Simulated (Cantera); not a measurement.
An isothermal, constant-pressure homogeneous reactor starts with H2 : O2 : N2 = 0.015 : 1 : 2.9 (molar parts), at 1323 K and 1.35 Torr.

Computed with Cantera and the H2/O2 subset of GRI-Mech 3.0, which has no nitrogen chemistry. Radical loss at walls, strong at low pressure, is not modelled.

x: mole fraction; the columns are a selection and need not sum to one.

```csv
t (s),x H2,x O2,x OH,x HO2,x O
9.00e-6,0.00383,0.255,<1e-12,8.99e-12,<1e-12
6.42e-5,0.00383,0.255,2.75e-12,6.41e-11,2.75e-12
0.000457,0.00383,0.255,1.16e-10,4.57e-10,1.17e-10
0.00326,0.00383,0.255,2.63e-9,3.25e-9,2.85e-9
0.0232,0.00383,0.255,1.07e-7,2.30e-8,1.36e-7
0.166,?,0.252,?,?,0.00322
1.18,?,0.252,0.000416,2.82e-8,0.00323
8.42,1.89e-5,0.252,0.000386,2.63e-8,0.00275
60.0,8.00e-6,0.253,0.000252,1.71e-8,0.00113
```

### Question
Fill in the missing entries.

### Answer

- 0.166, x H2: 4.53e-5
- 0.166, x OH: 0.000485
- 0.166, x HO2: 3.15e-8
- 1.18, x H2: 2.20e-5
